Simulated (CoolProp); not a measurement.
A single-stage vapour-compression cycle with propylene: evaporating at 272.15 K (dew point), condensing at 312.15 K (bubble point), superheat 2 K, subcooling 2 K, compressor efficiency 0.8, no pressure losses. Each further row changes one setting.

Values from CoolProp's reference Helmholtz-energy equation of state, Lemmon 2013.

```
case                              cooling COP  pressure ratio  discharge temperature (K)  refrigerating effect (kJ/kg)  volumetric capacity (kJ/m³)
--------------------------------  -----------  --------------  -------------------------  ----------------------------  ---------------------------
as stated                                4.39            2.84                      329.4                           283                         3360
evaporating temperature 277.15 K          ___             ___                      327.1                           ___                          ___
condensing temperature 307.15 K           ___             ___                      322.9                           297                         3520
subcooling 7 K                           4.61            2.84                      329.4                           297                         3520
superheat 12 K                           4.40            2.84                      339.4                           ___                         3370
compressor efficiency 0.7                3.84            2.84                      333.9                           283                         3360
```

Question: Complete the blanks.

Answer: 
- evaporating temperature 277.15 K, cooling COP: 5.22
- evaporating temperature 277.15 K, pressure ratio: 2.45
- evaporating temperature 277.15 K, refrigerating effect (kJ/kg): 288
- evaporating temperature 277.15 K, volumetric capacity (kJ/m³): 3940
- condensing temperature 307.15 K, cooling COP: 5.19
- condensing temperature 307.15 K, pressure ratio: 2.53
- superheat 12 K, refrigerating effect (kJ/kg): 300
